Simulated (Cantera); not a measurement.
Equilibrium for carbon deposition, reforming and gasification: C2H4 + CO2 + O2

Feed: 1 mol C2H4, 0.072 mol CO2, a varied amount of O2, equilibrated at 1998 K and 270000 Pa.

These are equilibrium values from Cantera (NASA tables, ideal gas, pure condensed phases), not measurements of a reactor. Candidate condensed phases: C, C6H6, C7H8, C8H18, H2O; 110 gas species. Rates play no part.

```tsv
n(O2) (mol)	x H2	x CO	x H2O	x CO2	x H	x CH4	x C2H2 (acetylene)	n C(graphite)
0.13	0.830	0.168	4.45e-5	1.97e-6	0.000889	0.000793	0.000629	1.66
0.17	0.803	0.195	4.99e-5	2.65e-6	0.000875	0.000743	0.000609	1.58
0.23	0.766	0.232	5.67e-5	3.75e-6	0.000854	0.000676	0.000581	1.46
0.3	0.727	0.271	6.29e-5	5.12e-6	0.000832	0.000609	0.000551	1.32
0.4	0.677	0.321	6.93e-5	7.17e-6	0.000804	0.000529	0.000514	1.12
0.54	0.619	0.380	7.49e-5	1.00e-5	0.000768	0.000441	0.000469	0.844
0.72	0.556	0.442	7.84e-5	1.36e-5	0.000728	0.000357	0.000422	0.484
0.96	0.491	0.508	7.95e-5	1.80e-5	0.000684	0.000278	0.000372	0.00418
1.3	0.362	0.472	0.128	0.0366	0.000588	6.43e-8	4.96e-11	0
```
x: gas mole fraction; n: condensed amount in mol.

From 0.13 mol O2 to 0.96 mol O2 the condensed part is C(graphite). At 1.3 mol O2 nothing is condensed. The main C-bearing gas is CO throughout. The share of C in condensed phases is highest at 0.13 mol O2 (80.3 %) and lowest at 1.3 mol O2 (0.0 %).
